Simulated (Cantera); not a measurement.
Charge: 1 mol CF4, 1.4 mol HCl, 0.011 mol F2, equilibrated at 2625 K and 0.110 bar.

Equilibrium computed with Cantera from the NASA thermochemical tables; the gas is ideal and each condensed phase is pure. Candidate condensed phases: C, C6H6, C7H8, C8H18; 118 gas species. Gases not in the tables: C2F6 and larger saturated fluorocarbons. Equilibrium is a limit: real reactors are often held back by kinetics, nucleation or transport.

Base state: HF 0.311, Cl 0.310, F 0.179, CF2 0.173, CF4 0.0107, CF 0.00840, CF3 0.00412, HCl 0.00220 (mole fractions); condensed: C(graphite).

What changes in the equilibrium state with this change: HCl from 1.4 to 0.089 mol?


| species | before | after |
|---|---|---|
| F | 0.179 | 0.516 |
| CF2 | 0.173 | 0.257 |
| CF4 | 0.0107 | 0.132 |
| HF | 0.311 | 0.0365 |
| Cl | 0.310 | 0.0364 |
| CF3 | 0.00412 | 0.0176 |
| HCl | 0.00220 | 1.05e-5 |
| C3 | 2.87e-5 | 1.60e-7 |
| C(graphite), mol | 0.121 | 0 |
